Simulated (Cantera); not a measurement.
An adiabatic, constant-pressure homogeneous reactor starts with CO : H2 : CH4 : O2 : N2 = 1 : 0.051 : 0.068 : 0.727 : 7.27 (molar parts), equivalence ratio 0.91, at 1250 K and 5.00 bar. Integrator tolerance rtol = 1e-08.

Cantera simulation using GRI-Mech 3.0 (53 species, 325 reactions); the numbers are that mechanism's predictions, not measurements.

Problem. What does this change do: 0.24 parts CO2 added?

Solution. 
```
quantity                                                              before                                      after
---------------------------------  -----------------------------------------  -----------------------------------------
time of steepest temperature rise                                   0.231 ms                                   0.235 ms
temperature at 3.00 s                                                 2252 K                                     2214 K
equilibrium temperature                                               2252 K                                     2214 K
x(CO) at 3.00 s                      0.00497 (gas-phase equilibrium 0.00497)    0.00470 (gas-phase equilibrium 0.00470)
x(H2) at 3.00 s                    0.000162 (gas-phase equilibrium 0.000162)  0.000127 (gas-phase equilibrium 0.000127)
x(CH4) at 3.00 s                       <1e-12 (gas-phase equilibrium <1e-12)      <1e-12 (gas-phase equilibrium <1e-12)
x(CH2CO) at 3.00 s                     <1e-12 (gas-phase equilibrium <1e-12)      <1e-12 (gas-phase equilibrium <1e-12)
x(O) at 3.00 s                     0.000154 (gas-phase equilibrium 0.000154)  0.000121 (gas-phase equilibrium 0.000121)
x(O2) at 3.00 s                      0.00842 (gas-phase equilibrium 0.00842)    0.00825 (gas-phase equilibrium 0.00825)
x(NO) at 3.00 s                      0.00294 (gas-phase equilibrium 0.00294)    0.00265 (gas-phase equilibrium 0.00265)
```

Problem. What does this change do: constant volume in place of constant pressure?

Solution. 
```json
[
 {"quantity": "time of steepest temperature rise", "before": "0.231 ms", "after": "0.213 ms"},
 {"quantity": "temperature at 3.00 s", "before": "2252 K", "after": "2442 K"},
 {"quantity": "equilibrium temperature", "before": "2252 K", "after": "2442 K"},
 {"quantity": "x(CO) at 3.00 s", "before": "0.00497 (gas-phase equilibrium 0.00497)", "after": "0.0101 (gas-phase equilibrium 0.0101)"},
 {"quantity": "x(H2) at 3.00 s", "before": "0.000162 (gas-phase equilibrium 0.000162)", "after": "0.000304 (gas-phase equilibrium 0.000304)"},
 {"quantity": "x(CH4) at 3.00 s", "before": "<1e-12 (gas-phase equilibrium <1e-12)", "after": "<1e-12 (gas-phase equilibrium <1e-12)"},
 {"quantity": "x(CH2CO) at 3.00 s", "before": "<1e-12 (gas-phase equilibrium <1e-12)", "after": "<1e-12 (gas-phase equilibrium <1e-12)"},
 {"quantity": "x(O) at 3.00 s", "before": "0.000154 (gas-phase equilibrium 0.000154)", "after": "0.000356 (gas-phase equilibrium 0.000356)"},
 {"quantity": "x(O2) at 3.00 s", "before": "0.00842 (gas-phase equilibrium 0.00842)", "after": "0.00994 (gas-phase equilibrium 0.00994)"},
 {"quantity": "x(NO) at 3.00 s", "before": "0.00294 (gas-phase equilibrium 0.00294)", "after": "0.00467 (gas-phase equilibrium 0.00467)"}
]
```
